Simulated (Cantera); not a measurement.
**Ignition delay**

Mixture: C3H8 : O2 : N2 = 1 : 3.85 : 19.2 (molar parts), equivalence ratio 1.3, at 16.0 bar, adiabatic and at constant pressure. Ignition delay is the time to a rise of 400 K.

Cantera simulation using GRI-Mech 3.0 (53 species, 325 reactions); the numbers are that mechanism's predictions, not measurements. GRI-Mech 3.0 was tuned for natural gas; its chemistry of propane as a main component is partial and can be far from experiment. The pressure lies above the range GRI-Mech 3.0 was tuned for (to about 10 atm).

| T0 (K) | delay (ms) |
|---|---|
| 1125 | 5.63 |
| 1200 | 1.48 |
| 1275 | 0.412 |
| 1350 | 0.128 |
| 1425 | 0.0454 |
| 1500 | 0.0187 |
| 1575 | 0.00887 |

| Quantity | Value |
|---|---|
| apparent activation energy between 1425 and 1575 K | 200 kJ/mol |
